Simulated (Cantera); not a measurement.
A closed system holds: 1 mol Al2O3, 7.5 mol Cl2, 17 mol O2, at 627 °C and 37.0 Pa.

Equilibrium computed with Cantera from the NASA thermochemical tables; the gas is ideal and each condensed phase is pure. Candidate condensed phases: Al, AlCl3, Al2O3; 17 gas species. Condensed phases not in the tables: AlOCl. Rates play no part.

Base state: O2 0.693, Cl2 0.305, Cl 0.00212 (mole fractions); condensed: Al2O3(s).

Problem. What changes in the equilibrium state with this change: temperature from 627 °C to 925 °C?

Solution. 
```
species         before    after
-------------  -------  -------
O2               0.693    0.654
Cl2              0.305    0.231
Cl             0.00212    0.116
ClO            2.85e-6  7.11e-5
Al2O3(s), mol     1.00    1.000
```

Problem. What changes in the equilibrium state with this change: temperature from 627 °C to 1252 °C?

Solution. 
```csv
species,before,after
O2,0.693,0.539
Cl,0.00212,0.445
Cl2,0.305,0.0154
AlCl3,1.22e-9,1.23e-5
O,<1e-9,0.000216
ClO,2.85e-6,0.000150
"Al2O3(s), mol",1.00,1.000
```
